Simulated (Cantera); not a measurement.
Input (Python, Cantera) and output of one run.

```python
import numpy as np
import cantera as ct

gas_names = """
    B BH BH2 BH3 BN BO BO2 B2 B2O B2O2 B2O3 B3O3H3 H HBO HBO2 HNO HNO2 HNO3 HO2 H2 H2O H2O2 H3B3O6 N NH
    NH2 NH3 NH2OH NO NO2 NO3 N2 N2H2 N2H4 N2O O OH O2 O3
""".split()
cond_names = """
    B(b) B(L) BN(s) B2O3(L) B3O3H3(cr) H2O(s) H2O(L)
""".split()


# ... load() reads the species with a 1 bar reference pressure and builds the phases ...
atoms = {
    'borazine': {'B': 3, 'N': 3, 'H': 6},
    'H2O': {'H': 2, 'O': 1},
    'H2': {'H': 2},
    'NH3': {'N': 1, 'H': 3},
}
top_T = {'BN(s)': 3200}  # K; cautious upper limits of use, not melting points


# ... equilibrate(T, P, feed) seeds the gas with the atoms and calls Mixture.equilibrate('TP', solver="vcs", rtol=1e-11, max_steps=5000) ...
results = []
P = 133.322  # Pa
for T in [1100, 1125, 1150, 1175, 1200, 1225, 1250, 1275, 1300, 1325, 1350, 1375, 1400, 1425]:
    for m in [2.1, 2.7, 3.3, 4, 5, 6.2, 7.6, 9.4, 12, 14]:
        feed = {'borazine': 1, 'H2O': m, 'H2': 1.9, 'NH3': 0.13}  # mol
        mix = equilibrate(T, P, feed)
        results.append((T, P, feed, dict(zip(mix.species_names, mix.species_moles))))

for T, P, feed, n in results:
    print(f"{T:7g} {feed['H2O']:10.4g}  " + (" + ".join(c for c in cond_names if n.get(c, 0) > 1e-12) or "gas only"))
```

It prints:

```
   1100        2.1  BN(s) + B2O3(L)
   1100        2.7  BN(s) + B2O3(L)
   1100        3.3  BN(s) + B2O3(L)
   1100          4  BN(s) + B2O3(L)
   1100          5  B2O3(L)
   1100        6.2  B2O3(L)
   1100        7.6  B2O3(L)
   1100        9.4  B2O3(L)
   1100         12  B2O3(L)
   1100         14  B2O3(L)
   1125        2.1  BN(s) + B2O3(L)
   1125        2.7  BN(s) + B2O3(L)
   1125        3.3  BN(s) + B2O3(L)
   1125          4  BN(s) + B2O3(L)
   1125          5  B2O3(L)
   1125        6.2  B2O3(L)
   1125        7.6  B2O3(L)
   1125        9.4  B2O3(L)
   1125         12  B2O3(L)
   1125         14  B2O3(L)
   1150        2.1  BN(s) + B2O3(L)
   1150        2.7  BN(s) + B2O3(L)
   1150        3.3  BN(s) + B2O3(L)
   1150          4  BN(s) + B2O3(L)
   1150          5  B2O3(L)
   1150        6.2  B2O3(L)
   1150        7.6  B2O3(L)
   1150        9.4  B2O3(L)
   1150         12  B2O3(L)
   1150         14  B2O3(L)
   1175        2.1  BN(s) + B2O3(L)
   1175        2.7  BN(s) + B2O3(L)
   1175        3.3  BN(s) + B2O3(L)
   1175          4  BN(s) + B2O3(L)
   1175          5  B2O3(L)
   1175        6.2  B2O3(L)
   1175        7.6  B2O3(L)
   1175        9.4  B2O3(L)
   1175         12  B2O3(L)
   1175         14  B2O3(L)
   1200        2.1  BN(s) + B2O3(L)
   1200        2.7  BN(s) + B2O3(L)
   1200        3.3  BN(s) + B2O3(L)
   1200          4  BN(s) + B2O3(L)
   1200          5  B2O3(L)
   1200        6.2  B2O3(L)
   1200        7.6  B2O3(L)
   1200        9.4  B2O3(L)
   1200         12  B2O3(L)
   1200         14  B2O3(L)
   1225        2.1  BN(s) + B2O3(L)
   1225        2.7  BN(s) + B2O3(L)
   1225        3.3  BN(s) + B2O3(L)
   1225          4  BN(s) + B2O3(L)
   1225          5  B2O3(L)
   1225        6.2  B2O3(L)
   1225        7.6  B2O3(L)
   1225        9.4  B2O3(L)
   1225         12  B2O3(L)
   1225         14  B2O3(L)
   1250        2.1  BN(s) + B2O3(L)
   1250        2.7  BN(s) + B2O3(L)
   1250        3.3  BN(s) + B2O3(L)
   1250          4  BN(s) + B2O3(L)
   1250          5  B2O3(L)
   1250        6.2  B2O3(L)
   1250        7.6  B2O3(L)
   1250        9.4  B2O3(L)
   1250         12  B2O3(L)
   1250         14  B2O3(L)
   1275        2.1  BN(s) + B2O3(L)
   1275        2.7  BN(s) + B2O3(L)
   1275        3.3  BN(s) + B2O3(L)
   1275          4  BN(s) + B2O3(L)
   1275          5  B2O3(L)
   1275        6.2  B2O3(L)
   1275        7.6  B2O3(L)
   1275        9.4  B2O3(L)
   1275         12  B2O3(L)
   1275         14  B2O3(L)
   1300        2.1  BN(s) + B2O3(L)
   1300        2.7  BN(s) + B2O3(L)
   1300        3.3  BN(s) + B2O3(L)
   1300          4  BN(s) + B2O3(L)
   1300          5  B2O3(L)
   1300        6.2  B2O3(L)
   1300        7.6  B2O3(L)
   1300        9.4  B2O3(L)
   1300         12  B2O3(L)
   1300         14  B2O3(L)
   1325        2.1  BN(s) + B2O3(L)
   1325        2.7  BN(s) + B2O3(L)
   1325        3.3  BN(s) + B2O3(L)
   1325          4  BN(s) + B2O3(L)
   1325          5  B2O3(L)
   1325        6.2  B2O3(L)
   1325        7.6  B2O3(L)
   1325        9.4  B2O3(L)
   1325         12  B2O3(L)
   1325         14  B2O3(L)
   1350        2.1  BN(s) + B2O3(L)
   1350        2.7  BN(s) + B2O3(L)
   1350        3.3  BN(s) + B2O3(L)
   1350          4  BN(s) + B2O3(L)
   1350          5  B2O3(L)
   1350        6.2  B2O3(L)
   1350        7.6  B2O3(L)
   1350        9.4  B2O3(L)
   1350         12  B2O3(L)
   1350         14  B2O3(L)
   1375        2.1  BN(s) + B2O3(L)
   1375        2.7  BN(s) + B2O3(L)
   1375        3.3  BN(s) + B2O3(L)
   1375          4  BN(s) + B2O3(L)
   1375          5  B2O3(L)
   1375        6.2  B2O3(L)
   1375        7.6  B2O3(L)
   1375        9.4  B2O3(L)
   1375         12  B2O3(L)
   1375         14  B2O3(L)
   1400        2.1  BN(s) + B2O3(L)
   1400        2.7  BN(s) + B2O3(L)
   1400        3.3  BN(s) + B2O3(L)
   1400          4  BN(s) + B2O3(L)
   1400          5  B2O3(L)
   1400        6.2  B2O3(L)
   1400        7.6  B2O3(L)
   1400        9.4  B2O3(L)
   1400         12  B2O3(L)
   1400         14  gas only
   1425        2.1  BN(s) + B2O3(L)
   1425        2.7  BN(s) + B2O3(L)
   1425        3.3  BN(s) + B2O3(L)
   1425          4  BN(s) + B2O3(L)
   1425          5  B2O3(L)
   1425        6.2  B2O3(L)
   1425        7.6  B2O3(L)
   1425        9.4  B2O3(L)
   1425         12  gas only
   1425         14  gas only
```

These are equilibrium values from Cantera (NASA tables, ideal gas, pure condensed phases), not measurements of a reactor. The feed counts by its element totals alone. Mutual solubility and eutectic melting of coexisting phases are not modelled. Gases not in the tables: H3BO3.
